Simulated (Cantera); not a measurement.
A closed system holds: 1 mol PbO, 2.8 mol O₂, 0.11 mol N₂, held at 1000 Pa.

Method: chemical equilibrium by Gibbs-energy minimisation in Cantera with the NASA 1993 tables (ideal gas, pure condensed phases). Candidate condensed phases: Pb, PbO, PbO₂, Pb₃O₄; 12 gas species. Gases not in the tables: (PbO)n polymers. The numbers say what is thermodynamically allowed, not how fast it happens.

### Question
Which condensed phases are stable at each of these points (T (K)): 625, 700, 775, 850, 925, 1000, 1075, 1150, 1225, 1300, 1375, 1450?

### Answer
```csv
T (K),condensed phases,Pb condensed (%)
625,PbO(red),100.0
700,PbO(red),100.0
775,PbO(yellow),100.0
850,PbO(yellow),100.0
925,PbO(yellow),100.0
1000,PbO(yellow),100.0
1075,PbO(yellow),99.9
1150,PbO(yellow),99.3
1225,PbO(l),96.7
1300,PbO(l),86.1
1375,PbO(l),45.7
1450,gas only,0.0
```

From 625 K to 700 K the condensed part is PbO(red). From 775 K to 1150 K the condensed part is PbO(yellow). From 1225 K to 1375 K the condensed part is PbO(l). At 1450 K nothing is condensed.
